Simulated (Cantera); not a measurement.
Input: 1 mol Fe2O3, 0.65 mol SO3, 34 mol N2, at 1 atm.

These are equilibrium values from Cantera (NASA tables, ideal gas, pure condensed phases), not measurements of a reactor. Candidate condensed phases: Fe, FeO, FeS, FeSO4, FeS2, Fe2O3, Fe2(SO4)3, Fe3O4, S; 19 gas species. Rates play no part.

**Question.** Which condensed phases are stable at each of these points (T (K)): 673, 773, 873, 973, 1073, 1173, 1273?

**Answer.** 
```tsv
T (K)	condensed phases	Fe condensed (%)
673	Fe2O3(s) + Fe2(SO4)3(s)	100.0
773	Fe2O3(s) + Fe2(SO4)3(s)	100.0
873	Fe2O3(s)	100.0
973	Fe2O3(s)	100.0
1073	Fe2O3(s)	100.0
1173	Fe2O3(s)	100.0
1273	Fe2O3(s)	100.0
```

From 673 K to 773 K the condensed part is Fe2O3(s) + Fe2(SO4)3(s). From 873 K to 1273 K the condensed part is Fe2O3(s).
